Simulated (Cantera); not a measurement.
## CH3SiCl3 + CH4 + H2 (silicon carbide growth)

Feed: 1 mol CH3SiCl3, 0.055 mol CH4, 4.5 mol H2, equilibrated at 0.00460 bar.

Cantera equilibrium calculation (NASA polynomials, part measured and part estimated; ideal gas, pure solids and liquids). Candidate condensed phases: C, C6H6, C7H8, C8H18, Si, SiC; 109 gas species. The feed counts by its element totals alone. The tables' values for SiCl3, SiCl are old estimates; treat these amounts as uncertain. The numbers say what is thermodynamically allowed, not how fast it happens.

```csv
T (°C),x H2,x HCl,x SiCl2,x H,x Cl,x SiCl3,n C(graphite),n SiC(s)
1200,0.612,0.382,0.00491,0.000146,7.39e-5,0.000484,0.0974,0.958
1250,0.613,0.380,0.00614,0.000267,0.000133,0.000435,0.106,0.949
1300,0.614,0.377,0.00752,0.000470,0.000230,0.000391,0.115,0.939
1350,0.615,0.374,0.00906,0.000799,0.000383,0.000352,0.127,0.928
1400,0.616,0.371,0.0107,0.00132,0.000619,0.000317,0.139,0.916
1450,0.617,0.367,0.0126,0.00211,0.000972,0.000286,0.152,0.902
1500,0.618,0.362,0.0145,0.00330,0.00148,0.000257,0.166,0.887
```
x: gas mole fraction; n: condensed amount in mol.

From 1200 °C to 1500 °C the condensed part is C(graphite) + SiC(s). The main Si-bearing gas is SiCl2 throughout. The share of Si in condensed phases is highest at 1200 °C (95.8 %) and lowest at 1500 °C (88.7 %).
